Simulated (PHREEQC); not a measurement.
A solution holds 2.9 mol/kgw NaOH, 0.46 mol/kgw H3BO3 and 0.00015 mol/kgw H4SiO4, at 25 °C. Closed to the air; pH follows from the charge balance.

Computed with PHREEQC (Pitzer model, pitzer.dat).

This is a speciation only: nothing precipitates in the calculation.

Question: Predict the pH.

Answer: pH 14.37.

In brines, pH and single-ion activities rest on the MacInnes convention.
